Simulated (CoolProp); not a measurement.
Ammonia at 293.15 K and 0.524 MPa flows at 0.17 m/s in a round tube of 100 mm bore and 1.5 µm roughness, fully developed (64/Re and Nu = 3.66 if laminar; Colebrook and Gnielinski if turbulent). Each further row changes one setting.

Computed with CoolProp (reference Helmholtz-energy equation of state, Gao 2020).

| case | Reynolds number | Darcy friction factor | pressure drop (Pa/m) | heat-transfer coefficient (W/(m² K)) | mass flow (kg/h) |
|---|---|---|---|---|---|
| as stated | ___ | 0.0343 | 0.0194 | 6.24 | ___ |
| velocity 0.34 m/s | 13600 | 0.0286 | 0.0644 | 11.3 | ___ |
| diameter 200 mm | 13600 | 0.0285 | 0.00805 | 5.64 | 75.0 |

Complete the blanks.


- as stated, Reynolds number: 6780
- as stated, mass flow (kg/h): 18.8
- velocity 0.34 m/s, mass flow (kg/h): 37.5

Viscosity comes from a separate model (Fenghour 1995). Thermal conductivity comes from a separate model (Tufeu 1984).
